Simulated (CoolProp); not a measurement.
Vapour-liquid equilibrium of R114 (1) + n-heptane (2) at 53.75 °C; x and y are mole fractions of (1).

Model: multi-fluid Helmholtz-energy mixture model, Platzer 1990 and Span 2003; pair parameters Bell 2016, in CoolProp. This equation is an older, rougher fit; its heat capacities, sound speeds and derivatives of the liquid may be far off and weren't checked against measurements.

Question: Give the bubble pressure and the first vapour's composition at x = 0.2, 0.5, 0.8. Is there an azeotrope?

Answer: x = 0.2: 0.1530 MPa, y = 0.875; x = 0.5: 0.2959 MPa, y = 0.950; x = 0.8: 0.4062 MPa, y = 0.979. No azeotrope shows between x = 0.05 and 0.95.

Pair parameters are fitted to limited data, so mixtures are less certain than the pure fluids.
